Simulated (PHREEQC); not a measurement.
Make-up at 25 °C: 11 mmol/kgw BaCl2 and 16 mmol/kgw KBr. Closed to the air; pH follows from the charge balance.

Computed with PHREEQC (Pitzer model, pitzer.dat).

Question: The ionic strength comes out as 0.0490 mol/kgw. What activity coefficients do Ba+2, K+, Br-, Cl- get?

Answer: Ba+2 0.45, K+ 0.81, Br- 0.82, Cl- 0.82. Single-ion values are on the MacInnes scale.

This is a speciation only: nothing precipitates in the calculation. Species that the database lacks are ignored.
